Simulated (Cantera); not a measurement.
An isothermal, constant-pressure homogeneous reactor starts with 6.59 % N2O, 93.4 % O2, at 1025 K and 1.48 atm.

Model: GRI-Mech 3.0 (53 species, 325 reactions), integrated in Cantera. GRI-Mech 3.0 was tuned for natural gas; its chemistry of N2O as a main component is partial and can be far from experiment. The mechanism lacks 2 NO + O2 → 2 NO2 and HONO, so NO2 and the effect of NO are under-described below about 1400 K.

### Question
Predict: x(N2O) at 30.0 s; x(O2) at 30.0 s; x(NO) at 30.0 s; x(NO2) at 30.0 s; x(O) at 30.0 s; x(N2) at 30.0 s.

### Answer
```
Property                                            Result
----------------  ----------------------------------------
x(N2O) at 30.0 s   0.0415 (gas-phase equilibrium 6.91e-10)
x(O2) at 30.0 s        0.934 (gas-phase equilibrium 0.936)
x(NO) at 30.0 s   0.000939 (gas-phase equilibrium 2.47e-5)
x(NO2) at 30.0 s   2.32e-5 (gas-phase equilibrium 2.89e-6)
x(O) at 30.0 s    4.01e-8 (gas-phase equilibrium 2.62e-10)
x(N2) at 30.0 s      0.0232 (gas-phase equilibrium 0.0638)
```
